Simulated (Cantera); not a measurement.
Charge: 1 mol MgO, 0.35 mol O2, 0.32 mol H2O, at 1473 K and 110000 Pa.

Cantera equilibrium calculation (NASA polynomials, part measured and part estimated; ideal gas, pure solids and liquids). Candidate condensed phases: H2O, Mg, MgO, Mg(OH)2; 15 gas species. The numbers say what is thermodynamically allowed, not how fast it happens.

Base state: O2 0.522, H2O 0.478, OH 0.000165 (mole fractions); condensed: MgO(s).

Problem. What changes in the equilibrium state with this change: MgO replaced by MgCO3?

Solution. 
```csv
species,before,after
CO2,0,0.599
O2,0.522,0.210
H2O,0.478,0.192
OH,0.000165,8.32e-5
"MgO(s), mol",1.00,1.00
```
Further candidate phases: C, C6H6, C7H8, C8H18, MgCO3.

Problem. What changes in the equilibrium state with this change: MgO replaced by Fe2O3?

Solution. 
```csv
species,before,after
O2,0.522,0.522
H2O,0.478,0.478
OH,0.000165,0.000165
"MgO(s), mol",1.00,0
"Fe2O3(s), mol",0,1.00
```
Further candidate phases: Fe, FeO, Fe(OH)2, Fe(OH)3, Fe2O3, Fe3O4.
